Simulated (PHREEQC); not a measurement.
Dissolve 0.15 mol Cu(NO3)2 and 0.066 mol HBF4 per kg of water at 25 °C. It is in equilibrium with CO2 at log p = 0 (atm). Otherwise closed; pH follows from the charge balance.

Model: ion-association model, wateq4f.dat, run in PHREEQC.

| quantity | before | after |
|---|---|---|
| pH | 1.31 | 1.60 |
| HF (mol/kgw) | 0.0103 | 0.00838 |
| H3BO3 (mol/kgw) | 0.00224 | 0.00192 |
| SI of CuF2:2H2O (CuF2:2H2O) | -4.49 | -4.34 |
| SI of Tenorite (CuO) | -6.44 | -6.06 |

Question: What was changed between the two runs?
(A) HBF4 from 0.066 to 0.0726 mol/kgw
(B) Cu(NO3)2 from 0.15 to 0.165 mol/kgw
(C) temperature from 25 to 50 °C
(D) diluted 2-fold with water

Answer: D, diluted 2-fold with water

Precipitation was switched off in this run. Real BF4- forms and hydrolyses slowly; the run takes it at equilibrium.
